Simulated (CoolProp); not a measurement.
A simple Rankine cycle with propyne: condensing at 328.15 K, boiler at 3.63 MPa, turbine inlet 382.6 K, turbine efficiency 0.9, pump efficiency 0.8, no recuperator. Each further row changes one setting.

Values from CoolProp's reference Helmholtz-energy equation of state, Polt 1992. This equation is an older, rougher fit; its heat capacities, sound speeds and derivatives of the liquid may be far off and weren't checked against measurements.

```tsv
case	thermal efficiency (%)	net work (kJ/kg)	heat in (kJ/kg)	turbine exit temperature (K)	volume ratio over the turbine
as stated	9.8	43.3	443	328.1	2.99
turbine inlet 402.6 K	10.2	51.8	505	345.4	2.84
condensing temperature 320.15 K	11.2	52.1	464	320.1	3.63
boiler pressure 2.54 MPa	7.1	35.0	491	346.6	1.96
turbine efficiency 0.8	8.5	37.9	443	328.1	3.02
```

The expansion ends wet for: as stated; condensing temperature 320.15 K; turbine efficiency 0.8.
